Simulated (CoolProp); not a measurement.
A simple Rankine cycle with water: condensing at 298.15 K, boiler at 2.36 MPa, turbine inlet 644.1 K, turbine efficiency 0.8, pump efficiency 0.6, no recuperator. Each further row changes one setting.

Values from CoolProp's reference Helmholtz-energy equation of state, Wagner 2002.

```csv
case,thermal efficiency (%),net work (kJ/kg),heat in (kJ/kg),turbine exit temperature (K),volume ratio over the turbine
as stated,28.8,…,3070,298.1,320
turbine inlet 664.1 K,29.0,904,3110,298.1,312
condensing temperature 290.15 K,29.9,927,…,290.1,…
boiler pressure 1.65 MPa,27.7,853,…,298.1,226
turbine efficiency 0.7,25.2,…,3070,298.1,336
```

**Question.** Complete the blanks.

**Answer.** 
- as stated, net work (kJ/kg): 885
- condensing temperature 290.15 K, heat in (kJ/kg): 3100
- condensing temperature 290.15 K, volume ratio over the turbine: 503
- boiler pressure 1.65 MPa, heat in (kJ/kg): 3080
- turbine efficiency 0.7, net work (kJ/kg): 774

The expansion ends wet for: as stated; turbine inlet 664.1 K; condensing temperature 290.15 K; boiler pressure 1.65 MPa; turbine efficiency 0.7.
